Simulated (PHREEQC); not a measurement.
**Acid mine or pickling water (model solution)**

A made-up water analysis in mg/L, 80 °C, pH 2.41, pe 12.4:

```csv
constituent,mg/L
Na,2960
K,117
Ca,114
Mg,130
Cl,784
S(6) as SO4,3520
Pb,3.1
Br,46.4
Mn(2),8.88
```

Valence states are taken as typed.

Equilibrium calculation in PHREEQC: ion-association model, phreeqc.dat.

Precipitation was switched off in this run.

### Question
Estimate the ionic strength.

### Answer
ionic strength 0.129 mol/kgw.

### Question
In which forms is Ca present?

### Answer
Ca+2 68 %, CaSO4 29 %, CaHSO4+ 2.9 % of the Ca.

At this temperature some constants are extrapolated from 25 °C, and those without enthalpy data are left unchanged.
